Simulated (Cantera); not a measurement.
# Carbothermic reduction: CuO + CO + H2 + CH4

Input: 1 mol CuO, 2.2 mol CO, 2.8 mol H2, 5.6 mol CH4, held at 2275 K and 0.0100 bar.

These are equilibrium values from Cantera (NASA tables, ideal gas, pure condensed phases), not measurements of a reactor. Candidate condensed phases: C, C6H6, C7H8, C8H18, Cu, CuO, Cu(OH)2, Cu2O, H2O; 113 gas species. Kinetics and transport are ignored.

- x(H2): 0.704
- x(CO): 0.170
- x(H): 0.0712
- x(Cu): 0.0530
- x(C2H2 (acetylene)): 0.00268
- x(C2H): 1.15e-5
- x(Cu2): 6.46e-6
- x(C4H2): 4.17e-6
- x(CH3): 2.13e-6
- n(C(graphite)): 4.50 mol
- gas amount: 18.87 mol
- log10 activity of Cu(l) (absent): -1.88
